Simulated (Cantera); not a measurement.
Ignition delay

Mixture: 37.8 % CO, 5.29 % H2, 12.0 % O2, 45.0 % N2, equivalence ratio 1.8, at 1.00 bar, adiabatic and at constant volume. Ignition delay is the time to a rise of 400 K.

Cantera simulation using GRI-Mech 3.0 (53 species, 325 reactions); the numbers are that mechanism's predictions, not measurements. Where the delays flatten at high temperature, the 400 K rule measures the pace of heat release, not the induction time.

| T0 (K) | delay (ms) |
|---|---|
| 1300 | 0.0581 |
| 1400 | 0.0444 |
| 1500 | 0.0372 |
| 1600 | 0.0338 |
| 1700 | 0.0330 |
| 1800 | 0.0341 |
| 1900 | 0.0367 |
